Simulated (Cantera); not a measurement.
A freely propagating, adiabatic, planar premixed flame of 44.7 % H2, 13.2 % O2, 42.1 % N2, unburnt at 475 K and 13300 Pa; multicomponent+Soret transport, grid criteria slope 0.08 and curve 0.16, no radiation.

Cantera simulation using the H2/O2 subset of GRI-Mech 3.0, which has no nitrogen chemistry; the numbers are that mechanism's predictions, not measurements. Burning velocities carry a grid error of a few per cent, more on coarse grids.

Task: Predict: laminar burning velocity; thermal thickness; peak x(OH); peak x(H2O2); peak x(O).

Result: 
| Quantity | Value |
|---|---|
| laminar burning velocity | 492 cm/s |
| thermal thickness | 5.39 mm |
| peak x(OH) | 0.00942 |
| peak x(H2O2) | 4.08e-6 |
| peak x(O) | 0.00713 |
